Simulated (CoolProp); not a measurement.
A closed Brayton cycle with nitrogen: compressor inlet 306.15 K and 2.6 MPa, high pressure 6 MPa, turbine inlet 795 K, compressor efficiency 0.8, turbine efficiency 0.85, recuperator effectiveness 0.95 (on enthalpy, no pinch check). Each further row changes one setting.

Computed with CoolProp (reference Helmholtz-energy equation of state, Span 2000).

```tsv
case	thermal efficiency (%)	net work (kJ/kg)	compressor to turbine work	compressor exit (K)	turbine exit (K)
as stated	26.3	44.5	0.71	410.0	658.8
turbine inlet 745 K	22.2	34.8	0.76	410.0	616.1
compressor inlet 316.15 K	24.3	40.8	0.73	423.3	658.8
high pressure 5.1 MPa	28.2	40.6	0.68	387.8	683.2
recuperator effectiveness 0.5	15.4	44.5	0.71	410.0	658.8
```
